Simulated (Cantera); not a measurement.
A closed system holds: 1 mol TEOS, 3.4 mol N₂O, 140 mol N₂, equilibrated at 450 °C and 0.133 bar.

Equilibrium computed with Cantera from the NASA thermochemical tables; the gas is ideal and each condensed phase is pure. Candidate condensed phases: C, C₆H₆, C₇H₈, C₈H₁₈, H₂O, Si, SiC, SiO₂, Si₂N₂O, Si₃N₄; 151 gas species. The feed counts by its element totals alone. The numbers say what is thermodynamically allowed, not how fast it happens.

Base state: N₂ 0.922, H₂ 0.0512, CO₂ 0.00934, H₂O 0.00932, CO 0.00671, CH₄ 0.00186, NH₃ 1.04e-5 (mole fractions); condensed: C(graphite) + SiO₂(α-quartz).

Task: What changes in the equilibrium state with this change: temperature from 450 °C to 525 °C?

Result: 
```
species               before     after
-------------------  -------  --------
N₂                     0.922     0.912
H₂                    0.0512    0.0585
CO                   0.00671    0.0197
CH₄                  0.00186  0.000633
H₂O                  0.00932   0.00377
C(graphite), mol        5.21      3.95
SiO₂(α-quartz), mol     1.00      1.00
```
